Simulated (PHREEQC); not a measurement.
Make-up at 33 °C: 0.0016 mol/kgw NaH2PO4, 0.00021 mol/kgw Na2B4O7 and 3.8e-05 mol/kgw NaCl. Closed to the air; pH follows from the charge balance.

Computed with PHREEQC (ion-association model, phreeqc.dat).

Each row changes one thing in this solution. Precipitation was switched off in this run.

| case | pH | ionic strength (mol/kgw) | SI of Halite (NaCl) |
|---|---|---|---|
| as made | 6.66 | 0.00247 | -8.73 |
| NaH2PO4 left out | 9.12 | 0.000458 | -9.36 |
| Na2B4O7 from 0.00021 to 0.000315 mol/kgw | ? | ? | ? |
| Na2B4O7 replaced by Na2SiF6 at the same molality | 3.50 | 0.00239 | -8.73 |
| NaCl from 3.8e-05 to 3.42e-05 mol/kgw | 6.66 | 0.00247 | -8.78 |
| 7.5e-05 mol/kgw KOH added | ? | 0.00262 | -8.73 |
| temperature from 33 to 25 °C | 6.68 | 0.00247 | ? |

Some entries are withheld; supply them.


- Na2B4O7 from 0.00021 to 0.000315 mol/kgw, pH: 6.91
- Na2B4O7 from 0.00021 to 0.000315 mol/kgw, ionic strength (mol/kgw): 0.00289
- Na2B4O7 from 0.00021 to 0.000315 mol/kgw, SI of Halite (NaCl): -8.69
- 7.5e-05 mol/kgw KOH added, pH: 6.76
- temperature from 33 to 25 °C, SI of Halite (NaCl): -8.72

Species that the database lacks are ignored. Some of these states are supersaturated (in Quartz (slow to form), for instance). SiF6-2 is the database's only silicon fluoride.
